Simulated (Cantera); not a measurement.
Feed: 1 mol Si, 1.4 mol F₂, 9.9 mol HCl, held at 1498.15 K and 0.100 bar.

Cantera equilibrium calculation (NASA polynomials, part measured and part estimated; ideal gas, pure solids and liquids). Candidate condensed phases: Si; 37 gas species. The tables' values for SiCl₃, SiF₃, SiF₂ are old estimates; treat these amounts as uncertain. Equilibrium is a limit: real reactors are often held back by kinetics, nucleation or transport.

Base state: HCl 0.838, SiF₄ 0.0639, H₂ 0.0546, SiCl₄ 0.0271, HF 0.0108, SiCl₃ 0.00297, SiF₃ 0.00138, SiCl₂ 0.00104 (mole fractions); condensed: gas only.

Task: What changes in the equilibrium state with this change: temperature from 1498.15 K to 723.15 K?

Result: 
| species | before | after |
|---|---|---|
| HCl | 0.838 | 0.845 |
| SiF₄ | 0.0639 | 0.0679 |
| H₂ | 0.0546 | 0.0583 |
| HF | 0.0108 | 6.87e-5 |
| SiCl₄ | 0.0271 | 0.0291 |
| SiCl₃ | 0.00297 | <1e-9 |
| SiF₃ | 0.00138 | <1e-9 |

Task: What changes in the equilibrium state with this change: temperature from 1498.15 K to 598.15 K?

Result: 
| species | before | after |
|---|---|---|
| HCl | 0.838 | 0.845 |
| SiF₄ | 0.0639 | 0.0680 |
| H₂ | 0.0546 | 0.0583 |
| HF | 0.0108 | 8.90e-6 |
| SiCl₄ | 0.0271 | 0.0291 |
| SiCl₃ | 0.00297 | <1e-9 |
| SiF₃ | 0.00138 | <1e-9 |
| SiCl₂ | 0.00104 | <1e-9 |
| Cl | 0.000157 | <1e-9 |
| SiF₂ | 1.70e-5 | <1e-9 |
